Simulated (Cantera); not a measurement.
A closed system holds: 1 mol FeS, 0.67 mol SO2, 0.062 mol O2, at 0.120 bar.

Cantera equilibrium calculation (NASA polynomials, part measured and part estimated; ideal gas, pure solids and liquids). Candidate condensed phases: Fe, FeO, FeS, FeSO4, FeS2, Fe2O3, Fe2(SO4)3, Fe3O4, S; 12 gas species. Metal and sulfide melt together well below either melting point, which pure phases cannot show. Mutual solubility and eutectic melting of coexisting phases are not modelled. The tables' stoichiometric FeO is somewhat more stable than real wüstite, so its field is too wide. FeO, FeS: taken at fixed stoichiometry. Gases not in the tables: S3 to S7. Kinetics and transport are ignored.

Problem. Which condensed phases are stable at each of these points (T (K)): 948, 1023, 1098, 1173, 1248, 1323, 1398, 1473, 1548?

Solution. 
```tsv
T (K)	condensed phases	Fe condensed (%)
948	FeS(s) + Fe3O4(s)	100.0
1023	FeS(s) + Fe3O4(s)	100.0
1098	FeS(s) + Fe3O4(s)	100.0
1173	FeS(s) + Fe3O4(s)	100.0
1248	FeS(s) + Fe3O4(s)	100.0
1323	FeS(s) + Fe3O4(s)	100.0
1398	FeO(s) + FeS(s)	100.0
1473	FeO(s) + FeS(l)	100.0
1548	FeO(s) + FeS(l)	100.0
```

From 948 K to 1323 K the condensed part is FeS(s) + Fe3O4(s). At 1398 K the condensed part is FeO(s) + FeS(s). From 1473 K to 1548 K the condensed part is FeO(s) + FeS(l).
